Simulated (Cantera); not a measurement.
## Equilibrium for abatement and gas-phase synthesis: H₂S + H₂

Charge: 1 mol H₂S, 0.066 mol H₂, equilibrated at 14.0 Pa.

These are equilibrium values from Cantera (NASA tables, ideal gas, pure condensed phases), not measurements of a reactor. Candidate condensed phases: S; 7 gas species. The numbers say what is thermodynamically allowed, not how fast it happens.

```
T (K)  log p H₂  log p S₂  log p S  log p H  log p SH  log p H₂S
-----  --------  --------  -------  -------  --------  ---------
1448      -4.03     -4.36    -6.84    -7.05     -6.08      -5.54
1548      -4.03     -4.37    -6.34    -6.53     -5.91      -5.75
1648      -4.03     -4.37    -5.90    -6.07     -5.76      -5.94
1748      -4.04     -4.39    -5.51    -5.66     -5.64      -6.12
1848      -4.06     -4.42    -5.18    -5.31     -5.55      -6.30
1948      -4.09     -4.48    -4.89    -4.99     -5.49      -6.50
2048      -4.15     -4.59    -4.66    -4.73     -5.47      -6.73
2148      -4.25     -4.77    -4.49    -4.50     -5.52      -7.03
```
log p: log10 of the partial pressure in bar; nothing condenses.

From 1448 K to 2148 K nothing is condensed.
